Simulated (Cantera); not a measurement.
A closed system holds: 1 mol Ta, 9.5 mol O2, 67 mol N2, at 5.20 bar.

Method: chemical equilibrium by Gibbs-energy minimisation in Cantera with the NASA 1993 tables (ideal gas, pure condensed phases). Candidate condensed phases: Ta, Ta2O5; 12 gas species. Rates play no part.

Task: At 2125 K, list the 5 most abundant gas species with their mole fractions, and the condensed phases.

Result: N2 0.886, O2 0.106, NO 0.00796, O 0.000235, NO2 1.83e-5. Condensed: Ta2O5(l).
